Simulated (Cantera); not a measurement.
## Ignition delay

Mixture: CO : H2 : CH4 : O2 : N2 = 1 : 0.069 : 0.59 : 1.9 : 7.16 (molar parts), equivalence ratio 0.90, at 5.00 bar, adiabatic and at constant pressure. Ignition delay is the time to a rise of 400 K.

Detailed kinetics in Cantera: GRI-Mech 3.0 (53 species, 325 reactions).

```json
[
 {"T0 (K)": "1273", "delay (ms)": "1.63"},
 {"T0 (K)": "1323", "delay (ms)": "0.969"},
 {"T0 (K)": "1373", "delay (ms)": "0.585"},
 {"T0 (K)": "1423", "delay (ms)": "0.361"},
 {"T0 (K)": "1473", "delay (ms)": "0.228"},
 {"T0 (K)": "1523", "delay (ms)": "0.148"},
 {"T0 (K)": "1573", "delay (ms)": "0.0986"}
]
```

```yaml
apparent activation energy between 1473 and 1573 K: 160 kJ/mol
```
